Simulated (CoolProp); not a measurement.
Vapour-liquid equilibrium of propane (1) + n-perfluorobutane (2) at 311.8 K; x and y are mole fractions of (1).

Model: multi-fluid Helmholtz-energy mixture model, Lemmon 2009 and Gao 2022; pair parameters Bell 2016, in CoolProp.

```json
[
 {"x": "0.05", "bubble pressure, mixture model (bar)": "5.266", "bubble pressure, Raoult's law (bar)": "4.511", "y, mixture model": "0.236", "y, Raoult's law": "0.147"},
 {"x": "0.2", "bubble pressure, mixture model (bar)": "8.224", "bubble pressure, Raoult's law (bar)": "5.895", "y, mixture model": "0.535", "y, Raoult's law": "0.450"},
 {"x": "0.35", "bubble pressure, mixture model (bar)": "10.19", "bubble pressure, Raoult's law (bar)": "7.278", "y, mixture model": "0.653", "y, Raoult's law": "0.638"},
 {"x": "0.5", "bubble pressure, mixture model (bar)": "11.46", "bubble pressure, Raoult's law (bar)": "8.661", "y, mixture model": "0.722", "y, Raoult's law": "0.766"},
 {"x": "0.65", "bubble pressure, mixture model (bar)": "12.37", "bubble pressure, Raoult's law (bar)": "10.04", "y, mixture model": "0.780", "y, Raoult's law": "0.859"},
 {"x": "0.8", "bubble pressure, mixture model (bar)": "13.02", "bubble pressure, Raoult's law (bar)": "11.43", "y, mixture model": "0.847", "y, Raoult's law": "0.929"},
 {"x": "0.95", "bubble pressure, mixture model (bar)": "13.32", "bubble pressure, Raoult's law (bar)": "12.81", "y, mixture model": "0.950", "y, Raoult's law": "0.984"}
]
```

The largest gap from Raoult's law is +40.0 % in bubble pressure, at x = 0.35. y crosses x between x = 0.8 and 0.95: the model has an azeotrope there.

Pair parameters are fitted to limited data, so mixtures are less certain than the pure fluids.
